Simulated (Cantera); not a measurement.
Input: 1 mol SiCl₄, 0.73 mol Cl₂, 8 mol H₂, equilibrated at 1023.15 K and 1 atm.

Equilibrium computed with Cantera from the NASA thermochemical tables; the gas is ideal and each condensed phase is pure. Candidate condensed phases: Si; 19 gas species. The tables' values for SiCl₃ are old estimates; treat these amounts as uncertain. Equilibrium is a limit: real reactors are often held back by kinetics, nucleation or transport.

Base state: H₂ 0.743, HCl 0.154, SiCl₄ 0.0986, SiHCl₃ 0.00403, SiCl₃ 0.000108, SiH₂Cl₂ 1.82e-5 (mole fractions); condensed: gas only.

Problem. What changes in the equilibrium state with this change: H₂ from 8 to 0.76 mol?

Solution. 
```tsv
species	before	after
HCl	0.154	0.586
SiCl₄	0.0986	0.402
H₂	0.743	0.0120
SiH₂Cl₂	1.82e-5	1.33e-9
SiHCl₃	0.00403	6.94e-5
```
